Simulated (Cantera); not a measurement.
Input: 1 mol H₂S, 0.3 mol H₂, held at 1173.15 K.

Cantera equilibrium calculation (NASA polynomials, part measured and part estimated; ideal gas, pure solids and liquids). Candidate condensed phases: S; 7 gas species. Gases not in the tables: S₃ to S₇. The numbers say what is thermodynamically allowed, not how fast it happens.

Q: At 2.10 Torr, list the 4 most abundant gas species with their mole fractions, and the condensed phases.

A: H₂ 0.524, H₂S 0.310, S₂ 0.166, SH 0.000906. Condensed: gas only.
